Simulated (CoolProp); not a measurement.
Vapour-liquid equilibrium of R143a (1) + n-butane (2) at 11.25 °C; x and y are mole fractions of (1).

Model: multi-fluid Helmholtz-energy mixture model, Lemmon and Jacobsen 2000 and Bücker 2006; pair parameters Bell 2016, in CoolProp.

```csv
x,bubble pressure (bar),y at the bubble point,dew pressure at overall composition x (bar),liquid density (mol/L)
0.05,2.759,0.441,1.632,10.17
0.15,4.433,0.662,1.825,10.27
0.25,5.455,0.736,2.067,10.36
0.35,6.113,0.774,2.380,10.47
0.45,6.588,0.800,2.803,10.58
0.55,6.984,0.823,3.399,10.71
0.65,7.359,0.848,4.293,10.87
0.75,7.738,0.877,5.696,11.05
0.85,8.124,0.916,7.389,11.28
0.95,8.499,0.967,8.390,11.55
```

No azeotrope shows between x = 0.05 and 0.95.

The pair parameters rest on a limited set of measurements; away from them the model extrapolates. With so large a gap from Raoult's law the liquid may split in two, which this calculation doesn't test in full.
